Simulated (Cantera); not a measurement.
Feed: 1 mol TEOS, 3.8 mol CO2, 84 mol N2, held at 1.00 bar.

These are equilibrium values from Cantera (NASA tables, ideal gas, pure condensed phases), not measurements of a reactor. Candidate condensed phases: C, C6H6, C7H8, C8H18, H2O, Si, SiC, SiO2, Si2N2O, Si3N4; 151 gas species. The feed counts by its element totals alone. N2 is the only nitrogen source here; it is nearly inert below about 1500 K, so the nitride shown seldom forms there in practice. Kinetics and transport are ignored.

Question: At 1102 °C, list the 5 most abundant gas species with their mole fractions, and the condensed phases.

Answer: N2 0.798, CO 0.106, H2 0.0954, HCN 0.000111, H2O 4.66e-5. Condensed: C(graphite) + Si2N2O(s).
